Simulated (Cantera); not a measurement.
A perfectly stirred reactor is fed with 60.6 % CH4, 28.5 % CO2, 10.9 % H2, at 10.0 bar; it is held at 2023 K, and followed from long to short residence time.

Cantera simulation using GRI-Mech 3.0 (53 species, 325 reactions); the numbers are that mechanism's predictions, not measurements. GRI-Mech 3.0 stops at C3 and has no aromatics, soot or wall deposition, so with more carbon than oxygen in the feed, carbon stays in small species such as C2H2 where larger ones or solid carbon would form.

x: mole fraction; the columns are a selection and need not sum to one.

| τ (s) | x CH4 | x CO2 | x H2 | x CH2O | x C2H6 | x CH2CO |
|---|---|---|---|---|---|---|
| 0.38 | 0.0177 | 0.000398 | 0.594 | 7.57e-7 | 7.83e-6 | 4.73e-6 |
| 0.14 | 0.0190 | 0.00101 | 0.588 | 7.81e-7 | 8.74e-6 | 6.49e-6 |
| 0.055 | 0.0218 | 0.00228 | 0.578 | 8.50e-7 | 1.08e-5 | 1.03e-5 |
| 0.021 | … | … | 0.557 | … | … | … |
| 0.0078 | … | … | 0.525 | … | … | … |
| 0.0029 | 0.0528 | 0.0177 | 0.485 | 3.26e-6 | 5.78e-5 | 5.42e-5 |
| 0.0011 | 0.0784 | 0.0336 | 0.444 | 6.40e-6 | 0.000129 | 7.36e-5 |
| 0.00042 | 0.120 | 0.0653 | 0.410 | 1.17e-5 | 0.000299 | 7.82e-5 |
| 0.00016 | 0.186 | 0.118 | 0.381 | 1.98e-5 | 0.000684 | 6.12e-5 |

Task: Fill in the missing entries.

Result: 
- 0.021, x CH4: 0.0272
- 0.021, x CO2: 0.00482
- 0.021, x CH2O: 1.07e-6
- 0.021, x C2H6: 1.59e-5
- 0.021, x CH2CO: 1.84e-5
- 0.0078, x CH4: 0.0368
- 0.0078, x CO2: 0.00944
- 0.0078, x CH2O: 1.70e-6
- 0.0078, x C2H6: 2.81e-5
- 0.0078, x CH2CO: 3.32e-5
